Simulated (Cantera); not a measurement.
A jet of H2 : O2 : N2 = 0.018 : 0.057 : 0.79 (molar parts), equivalence ratio 0.16 at 300 K and 120 Torr hits a platinum plate 3.5 cm away at a mass flux of 0.03 kg/m²/s; the plate temperature is set and raised in steps from an oxygen-covered start.

Model: Deutschmann's 1995 Pt surface mechanism with GRI-Mech 3.0 gas chemistry, integrated in Cantera. Catalytic surfaces can have several steady states; this one follows from the mechanism file's or the stated starting coverage.

x: mole fraction at the wall; θ: surface coverage.

```csv
plate T (K),wall x H2,wall x O2,wall x H2O,wall x OH,θ free Pt,θ O*,θ OH*
700,[?],0.0450,0.0375,<1e-8,0.0539,0.943,0.00343
750,[?],0.0448,0.0377,<1e-8,0.0714,0.926,0.00285
800,[?],0.0446,0.0380,<1e-8,0.107,0.891,0.00257
850,[?],0.0445,0.0381,<1e-8,0.157,0.841,0.00236
900,[?],0.0444,0.0381,2.98e-8,0.217,0.781,0.00214
```

Question: What belongs in the gaps?

Answer: 
- 700, wall x H2: 0.00114
- 750, wall x H2: 0.000904
- 800, wall x H2: 0.000639
- 850, wall x H2: 0.000459
- 900, wall x H2: 0.000344
